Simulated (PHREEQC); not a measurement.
A solution holds 0.033 mol/kgw Al2(SO4)3, 0.00029 mol/kgw MgSO4, 0.2 mol/kgw H2SO4 and 0.037 mol/kgw NaCl, at 48 °C. Closed to the air; pH follows from the charge balance.

The numbers come from PHREEQC with the ion-association model, wateq4f.dat.

This is a speciation only: nothing precipitates in the calculation.

What pH, ionic strength does the model give?

pH 0.84; ionic strength 0.377 mol/kgw.

In which forms is S present?

HSO4- 70 %, AlSO4+ 14 %, SO4-2 9.0 %, Al(SO4)2- 5.8 %, AlHSO4+2 0.6 % of the S.

Complexes and solids missing from the database can't appear. At this temperature some constants are extrapolated from 25 °C, and those without enthalpy data are left unchanged.
